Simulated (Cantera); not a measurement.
A closed system holds: 1 mol Si3N4, 4.1 mol F2, 25 mol N2, 5.1 mol HCl, held at 1250 K and 1.00 bar.

Cantera equilibrium calculation (NASA polynomials, part measured and part estimated; ideal gas, pure solids and liquids). Candidate condensed phases: NH4Cl, Si, Si3N4; 49 gas species. The tables' values for SiCl3, SiF3 are old estimates; treat these amounts as uncertain. Rates play no part.

Base state: N2 0.800, HCl 0.0937, SiF4 0.0611, H2 0.0291, SiCl4 0.0145, HF 0.000548, SiCl3 0.000212, SiHF3 0.000184 (mole fractions); condensed: Si3N4(s).

Q: What changes in the equilibrium state with this change: HCl from 5.1 to 1.4 mol?

A: 
```
species          before     after
-------------  --------  --------
N2                0.800     0.888
SiF4             0.0611    0.0686
HCl              0.0937    0.0327
H2               0.0291   0.00696
SiCl4            0.0145   0.00350
SiHCl3         0.000160   2.66e-5
SiCl3          0.000212   7.17e-5
SiCl2           2.21e-5   1.05e-5
HF             0.000548  0.000281
Si3N4(s), mol     0.152     0.281
```
The tables' values for SiF3, SiCl3 are old estimates; treat these amounts as uncertain.

Q: What changes in the equilibrium state with this change: N2 from 25 to 0.34 mol?

A: 
| species | before | after |
|---|---|---|
| HCl | 0.0937 | 0.273 |
| N2 | 0.800 | 0.251 |
| SiF4 | 0.0611 | 0.236 |
| H2 | 0.0291 | 0.157 |
| SiCl4 | 0.0145 | 0.0776 |
| SiHCl3 | 0.000160 | 0.00159 |
| SiHF3 | 0.000184 | 0.00142 |
| SiCl3 | 0.000212 | 0.000904 |
| SiCl2 | 2.21e-5 | 7.54e-5 |
| Si3N4(s), mol | 0.152 | 0.0856 |

Q: What changes in the equilibrium state with this change: Si3N4 replaced by BN?

A: 
```
species          before    after
-------------  --------  -------
N2                0.800    0.745
HF             0.000548    0.149
Cl2               <1e-9   0.0720
HCl              0.0937  3.32e-5
SiF4             0.0611        0
BF3                   0   0.0292
H2               0.0291    <1e-9
SiCl4            0.0145        0
ClF               <1e-9  0.00292
SiCl3          0.000212        0
SiHF3          0.000184        0
SiHCl3         0.000160        0
SiF3           0.000111        0
Si3N4(s), mol     0.152        0
```
Further candidate phases: B, BN.
